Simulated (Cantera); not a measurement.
Charge: 1 mol Si, 0.0095 mol H2O, 6.5 mol N2, equilibrated at 0.590 bar.

These are equilibrium values from Cantera (NASA tables, ideal gas, pure condensed phases), not measurements of a reactor. Candidate condensed phases: H2O, Si, SiO2, Si2N2O, Si3N4; 35 gas species. Mutual solubility and eutectic melting of coexisting phases are not modelled. Rates play no part. All values below are at 1400 °C.

Base state: N2 0.998, H2 0.00162 (mole fractions); condensed: Si2N2O(s) + Si3N4(s).

Task: What changes in the equilibrium state with this change: Si replaced by SiC?

Result: 
```tsv
species	before	after
N2	0.998	0.997
CO	0	0.00145
H2	0.00162	0.00140
HCN	0	0.000111
Si2N2O(s), mol	0.00946	0
Si3N4(s), mol	0.327	0.00339
SiC(s), mol	0	0.990
```
Further candidate phases: C, C6H6, C7H8, C8H18, SiC.
